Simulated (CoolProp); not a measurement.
Sulfur hexafluoride at 391.21 K and 0.193 MPa is throttled through a valve to 0.0145 MPa with no heat exchange. Each further row changes one setting.

Computed with CoolProp (reference Helmholtz-energy equation of state, Guder 2009).

```tsv
case	temperature change (K)	final density (kg/m³)
as stated	-0.8	0.653
outlet pressure 0.00435 MPa	-0.9	0.196
outlet pressure 0.0189 MPa	-0.8	0.851
```
